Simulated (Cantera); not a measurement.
**Equilibrium for silicon nitride deposition: SiHCl3 + NH3 + N2**

Charge: 1 mol SiHCl3, 0.17 mol NH3, 16 mol N2, at 0.0200 bar.

Method: chemical equilibrium by Gibbs-energy minimisation in Cantera with the NASA 1993 tables (ideal gas, pure condensed phases). Candidate condensed phases: NH4Cl, Si, Si3N4; 28 gas species. The tables' values for SiCl3 are old estimates; treat these amounts as uncertain. Equilibrium is a limit: real reactors are often held back by kinetics, nucleation or transport.

From 850 K to 1450 K the condensed part is Si3N4(s). The main Si-bearing gas is SiCl4 at 850 K and SiCl2 at 1450 K. The share of Si in condensed phases is highest at 1150 K (56.0 %) and lowest at 1450 K (36.1 %).

```csv
T (K),log p N2,log p HCl,log p SiCl4,log p SiCl2,log p H2,log p SiCl3,log p SiHCl3,n Si3N4(s)
850,-1.75,-2.89,-3.27,-10.36,-3.66,-7.74,-6.83,0.178
900,-1.75,-2.88,-3.28,-9.40,-3.70,-7.18,-6.65,0.180
950,-1.75,-2.87,-3.29,-8.54,-3.73,-6.67,-6.48,0.182
1000,-1.75,-2.86,-3.29,-7.76,-3.76,-6.22,-6.34,0.184
1050,-1.75,-2.86,-3.30,-7.06,-3.78,-5.81,-6.21,0.185
1100,-1.75,-2.85,-3.30,-6.43,-3.81,-5.44,-6.09,0.186
1150,-1.75,-2.85,-3.31,-5.86,-3.83,-5.10,-5.98,0.187
1200,-1.75,-2.84,-3.32,-5.33,-3.85,-4.80,-5.89,0.186
1250,-1.75,-2.84,-3.33,-4.85,-3.86,-4.52,-5.80,0.185
1300,-1.75,-2.84,-3.36,-4.42,-3.87,-4.28,-5.74,0.180
1350,-1.75,-2.84,-3.42,-4.03,-3.87,-4.08,-5.69,0.169
1400,-1.75,-2.85,-3.52,-3.70,-3.85,-3.93,-5.68,0.150
1450,-1.75,-2.86,-3.70,-3.43,-3.81,-3.85,-5.71,0.120
```
log p: log10 of the partial pressure in bar; n: condensed amount in mol.
